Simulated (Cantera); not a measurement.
A Cantera script and what it prints.

```python
import numpy as np
import cantera as ct

gas_names = """
    F F2 N NF NF2 NF3 N2 Si SiF SiF2 SiF3 SiF4 SiN Si2 Si2N Si3
""".split()
cond_names = """
    Si(cr) Si(L) Si3N4(a)
""".split()


# ... load() reads the species with a 1 bar reference pressure and builds the phases ...
atoms = {
    'Si': {'Si': 1},
    'F2': {'F': 2},
    'N2': {'N': 2},
}
top_T = {'Si3N4(a)': 2400}  # K; cautious upper limits of use, not melting points


# ... equilibrate(T, P, feed) seeds the gas with the atoms and calls Mixture.equilibrate('TP', solver="vcs", rtol=1e-11, max_steps=5000) ...
results = []
feed = {'Si': 1, 'F2': 1.7, 'N2': 0.23}  # mol
T = 575  # K
P = 10000  # Pa
mix = equilibrate(T, P, feed)
results.append((T, P, feed, dict(zip(mix.species_names, mix.species_moles))))
x = sorted(zip(gas.X, gas.species_names), reverse=True)
print(f"T = {T:g} K  P = {P:g} Pa  gas = {mix.phase_moles(0):.4g} mol")
print("   x: " + "  ".join(f"{s} {v:.3e}" for v, s in x if v > 1e-06))
print("   condensed (mol): " + ("  ".join(f"{mix.phase(i).name} {mix.phase_moles(i):.4g}"
      for i in range(1, mix.n_phases) if mix.phase_moles(i) > 1e-12) or "none"))
```

It prints:

```
T = 575 K  P = 10000 Pa  gas = 0.98 mol
   x: SiF4 8.673e-01  N2 1.327e-01
   condensed (mol): Si3N4(a) 0.05
```

Equilibrium computed with Cantera from the NASA thermochemical tables; the gas is ideal and each condensed phase is pure. N2 is the only nitrogen source here; it is nearly inert below about 1500 K, so the nitride shown seldom forms there in practice.
